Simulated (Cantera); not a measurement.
Input: 1 mol BF₃, 0.53 mol H₂O, at 825 °C and 0.160 bar.

Cantera equilibrium calculation (NASA polynomials, part measured and part estimated; ideal gas, pure solids and liquids). Candidate condensed phases: B, B₂O₃, B₃O₃H₃, H₂O; 43 gas species. Gases not in the tables: H₃BO₃. Rates play no part.

Base state: BF₃ 0.486, HF 0.275, H₂O 0.192, B₃O₃F₃ 0.0449, BOF 0.000889, (HBO₂)₃ 0.000403, HBO₂ 0.000163 (mole fractions); condensed: gas only.

What changes in the equilibrium state with this change: pressure from 0.160 bar to 1.30 mbar?


```json
[
 {"species": "HF", "before": "0.275", "after": "0.415"},
 {"species": "BF₃", "before": "0.486", "after": "0.404"},
 {"species": "H₂O", "before": "0.192", "after": "0.109"},
 {"species": "BOF", "before": "0.000889", "after": "0.0225"},
 {"species": "B₃O₃F₃", "before": "0.0449", "after": "0.0482"},
 {"species": "(HBO₂)₃", "before": "0.000403", "after": "2.27e-5"},
 {"species": "HBO₂", "before": "0.000163", "after": "0.00154"},
 {"species": "B₂O₃(l), mol", "before": "0", "after": "0.0213"}
]
```
